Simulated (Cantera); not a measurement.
Charge: 1 mol Cu₂O, 7.5 mol H₂, at 100 Torr.

These are equilibrium values from Cantera (NASA tables, ideal gas, pure condensed phases), not measurements of a reactor. Candidate condensed phases: Cu, CuO, Cu(OH)₂, Cu₂O, H₂O; 12 gas species. Rates play no part.

Question: Which condensed phases are stable at each of these points (T (°C)): 775, 825, 875, 925, 975, 1025, 1075, 1125, 1175, 1225, 1275, 1325, 1375?

Answer: 
| T (°C) | condensed phases | Cu condensed (%) |
|---|---|---|
| 775 | Cu(s) | 100.0 |
| 825 | Cu(s) | 100.0 |
| 875 | Cu(s) | 100.0 |
| 925 | Cu(s) | 100.0 |
| 975 | Cu(s) | 100.0 |
| 1025 | Cu(s) | 100.0 |
| 1075 | Cu(s) | 100.0 |
| 1125 | Cu(l) | 100.0 |
| 1175 | Cu(l) | 100.0 |
| 1225 | Cu(l) | 100.0 |
| 1275 | Cu(l) | 99.9 |
| 1325 | Cu(l) | 99.9 |
| 1375 | Cu(l) | 99.8 |

From 775 °C to 1075 °C the condensed part is Cu(s). From 1125 °C to 1375 °C the condensed part is Cu(l).
